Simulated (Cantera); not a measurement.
**Equilibrium for aluminium nitride and oxide growth: Al(CH3)3 + O2 + H2**

Charge: 1 mol Al(CH3)3, 7.2 mol O2, a varied amount of H2, equilibrated at 2075 K and 13.3 mbar.

Cantera equilibrium calculation (NASA polynomials, part measured and part estimated; ideal gas, pure solids and liquids). Candidate condensed phases: Al, Al2O3, C, C6H6, C7H8, C8H18, H2O; 121 gas species. The feed counts by its element totals alone. The numbers say what is thermodynamically allowed, not how fast it happens.

From 23 mol H2 to 160 mol H2 the condensed part is Al2O3(s).

```
n(H2) (mol)  log p H2  log p H2O  log p CO  log p H  log p CO2  log p OH  log p O  log p AlOH  n Al2O3(s)
-----------  --------  ---------  --------  -------  ---------  --------  -------  ----------  ----------
23              -2.12      -2.38     -2.93    -3.63      -3.88     -4.84    -6.50       -7.68       0.500
40              -2.02      -2.57     -3.10    -3.58      -4.34     -5.08    -6.78       -7.49       0.500
58              -1.98      -2.71     -3.24    -3.56      -4.65     -5.23    -6.96       -7.38       0.500
75              -1.96      -2.81     -3.33    -3.55      -4.86     -5.34    -7.08       -7.31       0.500
93              -1.94      -2.89     -3.41    -3.55      -5.05     -5.44    -7.18       -7.26       0.500
110             -1.94      -2.96     -3.48    -3.54      -5.19     -5.51    -7.26       -7.21       0.500
130             -1.93      -3.03     -3.55    -3.54      -5.33     -5.58    -7.33       -7.17       0.499
150             -1.92      -3.08     -3.61    -3.54      -5.45     -5.64    -7.40       -7.14       0.499
160             -1.92      -3.11     -3.63    -3.53      -5.51     -5.67    -7.43       -7.12       0.499
```
log p: log10 of the partial pressure in bar; n: condensed amount in mol.
